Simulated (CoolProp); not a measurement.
Vapour-liquid equilibrium of hydrogen sulfide (1) + benzene (2) at 322 K; x and y are mole fractions of (1).

The numbers come from the multi-fluid Helmholtz-energy mixture model, Lemmon 2006 and Thol 2012; pair parameters Bell 2016 in CoolProp.

Q: Give the bubble pressure and the first vapour's composition at x = 0.05, 0.8, 0.95. Is there an azeotrope?

A: x = 0.05: 177.3 kPa, y = 0.807; x = 0.8: 2594 kPa, y = 0.994; x = 0.95: 3229 kPa, y = 0.998. No azeotrope shows between x = 0.05 and 0.95.

The pair parameters rest on a limited set of measurements; away from them the model extrapolates.
